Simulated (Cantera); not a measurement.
Silicon epitaxy and polysilicon growth: SiHCl₃ + HCl + N₂

Feed: 1 mol SiHCl₃, 0.31 mol HCl, 31 mol N₂, equilibrated at 1227 °C and 0.0140 bar.

These are equilibrium values from Cantera (NASA tables, ideal gas, pure condensed phases), not measurements of a reactor. Candidate condensed phases: NH₄Cl, Si, Si₃N₄; 28 gas species. The tables' values for SiCl₃ are old estimates; treat these amounts as uncertain. Equilibrium is a limit: real reactors are often held back by kinetics, nucleation or transport.

```yaml
x(N₂): 0.934
x(HCl): 0.0326
x(SiCl₂): 0.0236
x(SiCl₃): 0.00389
x(H₂): 0.00342
x(SiCl₄): 0.00203
x(Cl): 6.70e-5
x(SiHCl₃): 2.20e-5
x(H): 8.70e-6
n(Si₃N₄(s)): 0.00650 mol
gas_amount: 33.17 mol
log10 activity of Si(s) (absent): -1.63
```
